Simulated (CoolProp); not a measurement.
Aqueous sodium chloride as a coolant, 16 % by mass, freezing at -11.9 °C, 1 atm.

The numbers come from the Melinder's fits for secondary coolants in CoolProp.

```json
[
 {"T (°C)": "-10.2", "conductivity (W/(m K))": "0.536", "cp (kJ/(kg K))": "3.466", "viscosity (mPa s)": "(withheld)", "Prandtl number": "(withheld)"},
 {"T (°C)": "-1.1", "conductivity (W/(m K))": "0.550", "cp (kJ/(kg K))": "3.487", "viscosity (mPa s)": "2.48", "Prandtl number": "(withheld)"},
 {"T (°C)": "7.9", "conductivity (W/(m K))": "0.564", "cp (kJ/(kg K))": "3.505", "viscosity (mPa s)": "1.88", "Prandtl number": "11.7"},
 {"T (°C)": "17", "conductivity (W/(m K))": "0.578", "cp (kJ/(kg K))": "3.519", "viscosity (mPa s)": "1.47", "Prandtl number": "8.97"},
 {"T (°C)": "26", "conductivity (W/(m K))": "0.592", "cp (kJ/(kg K))": "3.529", "viscosity (mPa s)": "1.20", "Prandtl number": "7.14"},
 {"T (°C)": "35.1", "conductivity (W/(m K))": "0.606", "cp (kJ/(kg K))": "3.536", "viscosity (mPa s)": "(withheld)", "Prandtl number": "5.86"}
]
```

### Question
Some entries are withheld; supply them.

### Answer

- -10.2, viscosity (mPa s): 3.40
- -10.2, Prandtl number: 22.0
- -1.1, Prandtl number: 15.7
- 35.1, viscosity (mPa s): 1.01
